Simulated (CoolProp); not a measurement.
R124 along the isobar 20.5 bar: Z from the reference equation and from simpler models built on Tc = 122.3 °C, pc = 36.24 bar, ω = 0.288; each cubic takes its own stable root.

Model: reference Helmholtz-energy equation of state, de Vries 1995, in CoolProp.

```json
[
 {"T (°C)": "-39.95", "phase": "liquid", "reference": "0.09256", "van der Waals": "0.1528", "Redlich-Kwong": "0.1042", "Soave-Redlich-Kwong": "0.1009", "Peng-Robinson": "0.08953"},
 {"T (°C)": "-27.85", "phase": "liquid", "reference": "0.08994", "van der Waals": "0.1482", "Redlich-Kwong": "0.1014", "Soave-Redlich-Kwong": "0.09794", "Peng-Robinson": "0.08681"},
 {"T (°C)": "-15.65", "phase": "liquid", "reference": "0.08768", "van der Waals": "0.1442", "Redlich-Kwong": "0.09913", "Soave-Redlich-Kwong": "0.09545", "Peng-Robinson": "0.08453"},
 {"T (°C)": "-3.55", "phase": "liquid", "reference": "0.08580", "van der Waals": "0.1410", "Redlich-Kwong": "0.09737", "Soave-Redlich-Kwong": "0.09348", "Peng-Robinson": "0.08271"},
 {"T (°C)": "8.55", "phase": "liquid", "reference": "0.08427", "van der Waals": "0.1384", "Redlich-Kwong": "0.09609", "Soave-Redlich-Kwong": "0.09198", "Peng-Robinson": "0.08132"},
 {"T (°C)": "20.75", "phase": "liquid", "reference": "0.08307", "van der Waals": "0.1364", "Redlich-Kwong": "0.09532", "Soave-Redlich-Kwong": "0.09098", "Peng-Robinson": "0.08038"},
 {"T (°C)": "32.85", "phase": "liquid", "reference": "0.08225", "van der Waals": "0.1353", "Redlich-Kwong": "0.09511", "Soave-Redlich-Kwong": "0.09054", "Peng-Robinson": "0.07993"},
 {"T (°C)": "44.95", "phase": "liquid", "reference": "0.08182", "van der Waals": "0.1350", "Redlich-Kwong": "0.09558", "Soave-Redlich-Kwong": "0.09073", "Peng-Robinson": "0.08006"},
 {"T (°C)": "57.15", "phase": "liquid", "reference": "0.08187", "van der Waals": "0.1358", "Redlich-Kwong": "0.09691", "Soave-Redlich-Kwong": "0.09172", "Peng-Robinson": "0.08092"},
 {"T (°C)": "69.25", "phase": "liquid", "reference": "0.08254", "van der Waals": "0.1385", "Redlich-Kwong": "0.09946", "Soave-Redlich-Kwong": "0.09382", "Peng-Robinson": "0.08278"},
 {"T (°C)": "81.45", "phase": "liquid", "reference": "0.08419", "van der Waals": "0.7050", "Redlich-Kwong": "0.1042", "Soave-Redlich-Kwong": "0.09776", "Peng-Robinson": "0.08630"}
]
```

At some of these states van der Waals gives the other phase, because its saturation line lies elsewhere.
